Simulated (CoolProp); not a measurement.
Vapour-liquid equilibrium of R22 (1) + n-hexane (2) at -32.65 °C; x and y are mole fractions of (1).

Values from CoolProp's multi-fluid Helmholtz-energy mixture model, Kamei 1995 and Thol 2019; pair parameters Bell 2016.

| x | bubble pressure, mixture model (MPa) | bubble pressure, Raoult's law (MPa) | y, mixture model | y, Raoult's law |
|---|---|---|---|---|
| 0.05 | 0.01472 | 0.008066 | 0.948 | 0.907 |
| 0.125 | 0.03418 | 0.01898 | 0.979 | 0.964 |
| 0.2 | 0.05126 | 0.02990 | 0.987 | 0.979 |
| 0.275 | 0.06570 | 0.04081 | 0.990 | 0.986 |
| 0.35 | 0.07760 | 0.05173 | 0.992 | 0.990 |
| 0.425 | 0.08734 | 0.06264 | 0.994 | 0.993 |
| 0.5 | 0.09541 | 0.07356 | 0.995 | 0.995 |
| 0.575 | 0.1024 | 0.08448 | 0.995 | 0.996 |
| 0.65 | 0.1088 | 0.09539 | 0.996 | 0.997 |
| 0.725 | 0.1152 | 0.1063 | 0.997 | 0.998 |
| 0.8 | 0.1221 | 0.1172 | 0.997 | 0.999 |
| 0.875 | 0.1300 | 0.1281 | 0.998 | 0.999 |
| 0.95 | 0.1392 | 0.1391 | 0.999 | 1.000 |

The largest gap from Raoult's law is +82.5 % in bubble pressure, at x = 0.05. No azeotrope shows between x = 0.05 and 0.95.

The pair parameters rest on a limited set of measurements; away from them the model extrapolates. With so large a gap from Raoult's law the liquid may split in two, which this calculation doesn't test in full.
